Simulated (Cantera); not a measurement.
Feed: 1 mol ZrO₂, 880 mol H₂, 0.09 mol H₂O, equilibrated at 1648.15 K and 0.310 bar.

Method: chemical equilibrium by Gibbs-energy minimisation in Cantera with the NASA 1993 tables (ideal gas, pure condensed phases). Candidate condensed phases: H₂O, Zr, ZrO₂; 12 gas species. The numbers say what is thermodynamically allowed, not how fast it happens.

Base state: H₂ 1.000, H 0.000160, H₂O 0.000102 (mole fractions); condensed: ZrO₂(tetragonal).

**Question.** What changes in the equilibrium state with this change: temperature from 1648.15 K to 2125 K?

**Answer.** 
```tsv
species	before	after
H₂	1.000	0.993
H	0.000160	0.00650
H₂O	0.000102	0.000102
ZrO₂(tetragonal), mol	1.00	1.000
```
